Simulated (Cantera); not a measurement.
An isothermal, constant-pressure homogeneous reactor starts with N2O : H2O : N2 = 1 : 0.0075 : 0.0043 (molar parts), at 1325 K and 2700 Pa.

Cantera simulation using GRI-Mech 3.0 (53 species, 325 reactions); the numbers are that mechanism's predictions, not measurements. GRI-Mech 3.0 was tuned for natural gas; its chemistry of N2O as a main component is partial and can be far from experiment. Radical loss at walls, strong at low pressure, is not modelled. The mechanism lacks the step 2 NO + O2 → 2 NO2, which can matter for NO2 below about 1400 K. The temperature is held fixed by assumption; the heat of reaction is taken as removed at once.

x: mole fraction; the columns are a selection and need not sum to one.

| t (s) | x N2O | x H2O | x H | x HO2 | x H2O2 |
|---|---|---|---|---|---|
| 0.000800 | 0.988 | 0.00741 | 3.63e-10 | ___ | 4.87e-12 |
| 0.00192 | 0.988 | 0.00741 | 9.76e-10 | ___ | 9.93e-11 |
| 0.00463 | 0.987 | 0.00741 | 2.31e-9 | ___ | 2.23e-9 |
| 0.0111 | 0.986 | 0.00740 | 4.77e-9 | ___ | 2.29e-8 |
| 0.0268 | 0.983 | 0.00739 | 7.47e-9 | ___ | 3.33e-8 |
| 0.0644 | 0.974 | 0.00737 | 8.79e-9 | ___ | 1.68e-8 |
| 0.155 | 0.955 | 0.00732 | 9.49e-9 | ___ | 7.01e-9 |
| 0.373 | 0.911 | 0.00721 | 1.01e-8 | ___ | 2.56e-9 |
| 0.896 | 0.816 | 0.00697 | 1.11e-8 | ___ | 9.28e-10 |
| 2.16 | 0.635 | 0.00652 | 1.31e-8 | ___ | 4.62e-10 |
| 5.19 | 0.367 | 0.00586 | 1.69e-8 | ___ | 3.25e-10 |
| 12.5 | 0.115 | 0.00523 | 2.27e-8 | ___ | 2.63e-10 |
| 30.0 | 0.0107 | 0.00498 | 1.48e-8 | ___ | 1.68e-10 |

Q: Complete the blanks.

A: 
- 0.000800, x HO2: 5.14e-8
- 0.00192, x HO2: 3.32e-7
- 0.00463, x HO2: 1.59e-6
- 0.0111, x HO2: 4.38e-6
- 0.0268, x HO2: 4.98e-6
- 0.0644, x HO2: 3.54e-6
- 0.155, x HO2: 2.24e-6
- 0.373, x HO2: 1.25e-6
- 0.896, x HO2: 5.90e-7
- 2.16, x HO2: 2.35e-7
- 5.19, x HO2: 7.70e-8
- 12.5, x HO2: 1.89e-8
- 30.0, x HO2: 4.79e-9
